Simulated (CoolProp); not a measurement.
A single-stage vapour-compression cycle with sulfur hexafluoride: evaporating at 243.15 K (dew point), condensing at 295.15 K (bubble point), superheat 8 K, subcooling 5 K, compressor efficiency 0.6, no pressure losses. Each further row changes one setting.

The numbers come from the reference Helmholtz-energy equation of state, Guder 2009 in CoolProp.

```csv
case,cooling COP,pressure ratio,discharge temperature (K),refrigerating effect (kJ/kg),volumetric capacity (kJ/m³)
as stated,1.89,4.47,316.7,59.7,2300
evaporating temperature 248.15 K,2.21,3.76,[?],61.9,2820
condensing temperature 290.15 K,2.24,3.96,311.0,[?],2510
subcooling 10 K,2.07,4.47,316.7,65.4,2520
superheat 18 K,1.96,4.47,326.6,[?],2410
compressor efficiency 0.5,1.57,4.47,[?],59.7,2300
```

### Question
Complete the blanks.

### Answer

- evaporating temperature 248.15 K, discharge temperature (K): 314.9
- condensing temperature 290.15 K, refrigerating effect (kJ/kg): 65.3
- superheat 18 K, refrigerating effect (kJ/kg): 66.1
- compressor efficiency 0.5, discharge temperature (K): 324.0
